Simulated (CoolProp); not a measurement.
R123 at 240.7 K and 1.59 MPa flows at 0.26 m/s in a round tube of 12.7 mm bore and 15 µm roughness, fully developed (64/Re and Nu = 3.66 if laminar; Colebrook and Gnielinski if turbulent). Each further row changes one setting.

Computed with CoolProp (reference Helmholtz-energy equation of state, Younglove 1994). It is a modified Benedict-Webb-Rubin equation, recast in Helmholtz form.

| case | Reynolds number | Darcy friction factor | pressure drop (Pa/m) | heat-transfer coefficient (W/(m² K)) | mass flow (kg/h) |
|---|---|---|---|---|---|
| as stated | 5930 | 0.0370 | 158 | 394 | 190 |
| velocity 0.52 m/s | 11900 | 0.0314 | 537 | 782 | 381 |
| diameter 25.4 mm | 11900 | 0.0305 | 65.2 | 384 | 761 |

Viscosity comes from a separate model (Tanaka 1996). Thermal conductivity comes from a separate model (Laesecke 1996).
